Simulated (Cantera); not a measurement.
**Ammonia decomposition in nitride growth gas**

An isothermal, constant-pressure homogeneous reactor starts with NH₃ : H₂ = 1 : 3.6 (molar parts), at 1550 K and 13300 Pa.

Cantera simulation using the gas-phase N/H chemistry of the illustrative SiF4/NH3 mechanism in the Surface Chemkin manual (1991); the numbers are that mechanism's predictions, not measurements. Walls and surfaces, which speed up NH3 decomposition in real reactors, are not modelled.

```tsv
t (s)	x NH₃	x H₂	x N₂	x H	x N
0.000400	0.217	0.783	<1e-12	2.62e-7	<1e-12
0.00134	0.217	0.783	4.63e-11	8.75e-7	<1e-12
0.00447	0.217	0.783	2.48e-9	2.92e-6	1.40e-12
0.0150	0.217	0.783	1.07e-7	9.71e-6	5.12e-11
0.0500	0.217	0.783	4.25e-6	2.93e-5	1.39e-9
0.167	0.217	0.783	6.72e-5	4.46e-5	4.88e-9
0.560	0.217	0.783	0.000323	4.49e-5	4.95e-9
1.87	0.215	0.784	0.00117	4.51e-5	4.94e-9
6.26	0.208	0.788	0.00391	4.57e-5	4.90e-9
20.9	0.188	0.800	0.0122	4.75e-5	4.77e-9
70.0	0.139	0.829	0.0321	5.26e-5	4.33e-9
```
x: mole fraction; the columns are a selection and need not sum to one.

Equilibrium at this temperature and pressure: NH₃ 1.83e-6, H₂ 0.911, N₂ 0.0893, H 8.29e-5, N <1e-12 (gas phase only).
